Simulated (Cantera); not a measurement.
Input: 1 mol Nb₂O₅, 680 mol H₂, 0.68 mol H₂O, at 68.0 Pa.

Method: chemical equilibrium by Gibbs-energy minimisation in Cantera with the NASA 1993 tables (ideal gas, pure condensed phases). Candidate condensed phases: H₂O, Nb, NbO, NbO₂, Nb₂O₅; 12 gas species. Mutual solubility and eutectic melting of coexisting phases are not modelled. NbO: taken at fixed stoichiometry. Condensed phases not in the tables: the oxides between NbO₂ and Nb₂O₅. The numbers say what is thermodynamically allowed, not how fast it happens.

Q: What share of the Nb ends up in condensed phases as a function of T (K), at 1725, 1775, 1825, 1875, 1925, 1975, 2025?

A: 
```tsv
T (K)	Nb condensed (%)	as
1725	98.9	NbO(s) + NbO₂(s)
1775	96.8	NbO(s)
1825	92.7	NbO(s)
1875	84.4	NbO(s)
1925	69.1	NbO(s)
1975	43.9	NbO(s)
2025	7.8	NbO(s)
```
